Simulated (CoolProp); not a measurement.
A single-stage vapour-compression cycle with the fluid: evaporating at 250.15 K (dew point), condensing at 276.15 K (bubble point), superheat 5 K, subcooling 8 K, compressor efficiency 0.85, no pressure losses. The same conditions are run with several fluids, on thermodynamics alone (safety and materials aside).

Computed with CoolProp (reference Helmholtz-energy equation of state of each fluid (vinyl chloride: Thol 2022; R11: Jacobsen 1992; hydrogen chloride: Thol 2018; R134a: Tillner-Roth 1994; carbon dioxide: Span 1996; CH3F (R41): Lemmon 2006)).

### Question
Rank vinyl chloride, R11, hydrogen chloride, R134a, carbon dioxide, CH3F (R41) by cooling COP, highest first.

### Answer
R11 (7.88), R134a (7.78), vinyl chloride (7.73), CH3F (R41) (7.12), hydrogen chloride (7.06), carbon dioxide (6.78)

```json
[
 {"fluid": "vinyl chloride", "pressure ratio": "2.81", "discharge temperature (K)": "310.4", "refrigerating effect (kJ/kg)": "340", "volumetric capacity (kJ/m³)": "701"},
 {"fluid": "R11", "pressure ratio": "3.39", "discharge temperature (K)": "298.3", "refrigerating effect (kJ/kg)": "185", "volumetric capacity (kJ/m³)": "163"},
 {"fluid": "hydrogen chloride", "pressure ratio": "2.08", "discharge temperature (K)": "319.1", "refrigerating effect (kJ/kg)": "331", "volumetric capacity (kJ/m³)": "9030"},
 {"fluid": "R134a", "pressure ratio": "2.80", "discharge temperature (K)": "291.1", "refrigerating effect (kJ/kg)": "195", "volumetric capacity (kJ/m³)": "1140"},
 {"fluid": "carbon dioxide", "pressure ratio": "2.10", "discharge temperature (K)": "311.5", "refrigerating effect (kJ/kg)": "256", "volumetric capacity (kJ/m³)": "11500"},
 {"fluid": "CH3F (R41)", "pressure ratio": "2.14", "discharge temperature (K)": "309.6", "refrigerating effect (kJ/kg)": "357", "volumetric capacity (kJ/m³)": "7110"}
]
```
